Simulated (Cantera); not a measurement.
**Thermodynamics of boron, boron nitride and boron oxide, feed B2H6 + NH3 + H2**

Input: 1 mol B2H6, 2.9 mol NH3, 0.95 mol H2, equilibrated at 86000 Pa.

Method: chemical equilibrium by Gibbs-energy minimisation in Cantera with the NASA 1993 tables (ideal gas, pure condensed phases). Candidate condensed phases: B, BN; 15 gas species. The feed counts by its element totals alone. The tables' values for BH2 are old estimates; treat these amounts as uncertain. Gases not in the tables: B2H6 and higher boranes. The numbers say what is thermodynamically allowed, not how fast it happens.

```
T (°C)   x H2    x N2       x H     x BH2  n BN(s)
------  -----  ------  --------  --------  -------
1625    0.948  0.0514  0.000821   5.53e-6     2.00
1700    0.947  0.0514   0.00142   1.59e-5     2.00
1775    0.946  0.0514   0.00235   4.24e-5     2.00
1850    0.945  0.0514   0.00376  0.000105     2.00
1925    0.943  0.0514   0.00583  0.000245     2.00
2000    0.939  0.0515   0.00878  0.000537     2.00
2075    0.934  0.0516    0.0129   0.00112     1.99
```
x: gas mole fraction; n: condensed amount in mol.

From 1625 °C to 2075 °C the condensed part is BN(s).
